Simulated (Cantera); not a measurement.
Input (Python, Cantera) and output of one run.

```python
import numpy as np
import cantera as ct

gas_names = """
    CL CL2 H HCL H2 N NH NH2 NH3 N2 N2H2 N2H4 Si SiCL SiCL2 SiCL3 SiCL4 SiH SiHCL3 SiH2 SiH2CL2 SiH3
    SiH3CL SiH4 SiN Si2 Si2N Si3
""".split()
cond_names = """
    NH4CL(a) NH4CL(b) Si(cr) Si(L) Si3N4(a)
""".split()


# ... load() reads the species with a 1 bar reference pressure and builds the phases ...
atoms = {
    'Si2Cl6': {'Si': 2, 'CL': 6},
    'NH3': {'N': 1, 'H': 3},
    'N2': {'N': 2},
}
top_T = {'Si3N4(a)': 2400}  # K; cautious upper limits of use, not melting points


# ... equilibrate(T, P, feed) seeds the gas with the atoms and calls Mixture.equilibrate('TP', solver="vcs", rtol=1e-11, max_steps=5000) ...
results = []
T = 1548.15  # K
P = 32  # Pa
for m in [2.8, 3.6, 4.5, 5.7, 7.2, 9.1, 11]:
    feed = {'Si2Cl6': 1, 'NH3': m, 'N2': 32}  # mol
    mix = equilibrate(T, P, feed)
    results.append((T, P, feed, dict(zip(mix.species_names, mix.species_moles))))

top = {s: max(r[3][s] / sum(r[3][g] for g in gas_names) for r in results) for s in gas_names}
cols = sorted((s for s in top if top[s] > 0.0001), key=lambda s: -top[s])[:6]
seen = [c for c in cond_names if any(r[3].get(c, 0) > 1e-12 for r in results)]
print("log10 of partial pressures in bar; condensed amounts in mol")
print(f"{'n(NH3)':>10s}" + "".join(f"{s[:9]:>10s}" for s in cols + seen))
for T, P, feed, n in results:
    ng = sum(n[g] for g in gas_names)
    print(f"{feed['NH3']:10.4g}" + "".join(f"{np.log10(max(n[s] / ng * P / 1e5, 1e-99)):10.3f}" for s in cols)
          + "".join(f"{n.get(c, 0):10.4g}" for c in seen))
```

It prints:

```
log10 of partial pressures in bar; condensed amounts in mol
    n(NH3)        N2        H2       HCL     SiCL2         H     SiCL3  Si3N4(a)
       2.8    -3.580    -4.599    -4.806    -4.806    -6.810    -7.046         0
       3.6    -3.591    -4.481    -4.805    -4.831    -6.751    -7.130   0.01229
       4.5    -3.604    -4.389    -4.783    -4.870    -6.705    -7.193   0.04479
       5.7    -3.620    -4.297    -4.767    -4.918    -6.659    -7.270   0.08014
       7.2    -3.638    -4.212    -4.757    -4.972    -6.617    -7.357    0.1156
       9.1    -3.659    -4.133    -4.755    -5.033    -6.577    -7.456    0.1514
        11    -3.678    -4.074    -4.760    -5.088    -6.548    -7.544    0.1803
```

Cantera equilibrium calculation (NASA polynomials, part measured and part estimated; ideal gas, pure solids and liquids). The feed counts by its element totals alone. The tables' values for SiCl3, SiCl are old estimates; treat these amounts as uncertain.
